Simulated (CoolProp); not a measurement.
The numbers come from the reference Helmholtz-energy equation of state, Lemmon 2006 in CoolProp. It is a short technical equation, of lower accuracy than the large ones.

Question: For n-decane, give the phase and the density (kg/m³), Joule-Thomson coefficient (K/MPa), expansivity (1/kK), conductivity (mW/(m K)) at 620 K and 6.07 bar; 620 K and 25.6 bar.

Answer: 
- 620 K and 6.07 bar: gas; density 18.8, Joule-Thomson coefficient 9.73, expansivity 2.50, conductivity 40.4
- 620 K and 25.6 bar: supercritical; density 355, Joule-Thomson coefficient 4.52, expansivity 12.7, conductivity 72.1

Thermal conductivity comes from a separate model (Huber 2005).
